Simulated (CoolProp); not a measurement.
Vapour-liquid equilibrium of isobutene (1) + acetone (2) at -39.75 °C; x and y are mole fractions of (1).

Values from CoolProp's multi-fluid Helmholtz-energy mixture model, Lemmon 2005 and Lemmon 2006; pair parameters Bell 2016.

Question: Give the bubble pressure and the first vapour's composition at x = 0.05, 0.55, 0.75. Is there an azeotrope?

Answer: x = 0.05: 0.005048 MPa, y = 0.860; x = 0.55: 0.01912 MPa, y = 0.972; x = 0.75: 0.01993 MPa, y = 0.975. No azeotrope shows between x = 0.05 and 0.95.

Pair parameters are fitted to limited data, so mixtures are less certain than the pure fluids. With so large a gap from Raoult's law the liquid may split in two, which this calculation doesn't test in full.
